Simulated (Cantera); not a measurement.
An adiabatic, constant-pressure homogeneous reactor starts with 9.42 % CH₄, 19.0 % O₂, 71.6 % N₂, equivalence ratio 0.99, at 1175 K and 1000000 Pa.

Computed with Cantera and GRI-Mech 3.0 (53 species, 325 reactions).

### Question
Predict: time of steepest temperature rise; temperature at 0.300 s; equilibrium temperature; x(O₂) at 0.300 s; x(H₂O) at 0.300 s; x(NO) at 0.300 s; x(HCN) at 0.300 s.

### Answer
| Quantity | Value |
|---|---|
| time of steepest temperature rise | 6.46 ms |
| temperature at 0.300 s | 2731 K |
| equilibrium temperature | 2731 K |
| x(O₂) at 0.300 s | 0.0113 (gas-phase equilibrium 0.0113) |
| x(H₂O) at 0.300 s | 0.170 (gas-phase equilibrium 0.170) |
| x(NO) at 0.300 s | 0.00731 (gas-phase equilibrium 0.00731) |
| x(HCN) at 0.300 s | 1.83e-9 (gas-phase equilibrium 1.83e-9) |
